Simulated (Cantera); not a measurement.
Cantera with NASA thermochemical tables; ideal gases at 1 bar, condensed phases pure. Values are per mole of reaction as written; species without (g) are pure solids or liquids, kept so even where they would boil at 1 bar.

Q: Between 300 and 1248 K, where is each reaction favourable under standard conditions?
- 2 P2(g) + 5 H2O2(g) → P4O10(g) + 5 H2(g)

A: 
- 2 P2(g) + 5 H2O2(g) → P4O10(g) + 5 H2(g): ΔG° is -2344 kJ at 300 K and -1884 kJ at 1248 K; it stays negative (K > 1). ΔH° is -2439 kJ and ΔS° -445 J/K at 1248 K.
